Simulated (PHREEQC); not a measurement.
Nickel, zinc or cadmium bath: speciation

Make-up at 25 °C: 0.0099 mol CdSO4, 0.00059 mol KCl and 0.24 mol FeSO4 per kg of water. Closed to the air; pH follows from the charge balance.

Model: ion-association model, wateq4f.dat, run in PHREEQC.

Each row changes one thing in this solution. Precipitation was switched off in this run.

```tsv
case	pH	ionic strength (mol/kgw)	Fe+2 (mol/kgw)	SO4-2 (mol/kgw)	FeSO4 (mol/kgw)	Cl- (mol/kgw)	SI of Melanterite (FeSO4:7H2O)
as made	5.82	0.494	0.121	0.119	0.119	0.000541	-0.94
0.004 mol/kgw NaOH added	8.46	0.495	0.119	0.120	0.117	0.000540	-0.94
CdSO4 left out	5.82	0.479	0.120	0.120	0.120	0.000568	-0.93
KCl from 0.00059 to 0.000885 mol/kgw	5.82	0.494	0.121	0.119	0.119	0.000812	-0.94
CdSO4 from 0.0099 to 0.00198 mol/kgw	5.82	0.482	0.120	0.119	0.120	0.000562	-0.93
temperature from 25 to 90 °C	5.27	0.364	0.0879	0.0880	0.152	0.000538	-1.78
```

Species that the database lacks are ignored. Away from 25 °C the constants follow the database's enthalpies or fits; those with neither stay at their 25 °C values.
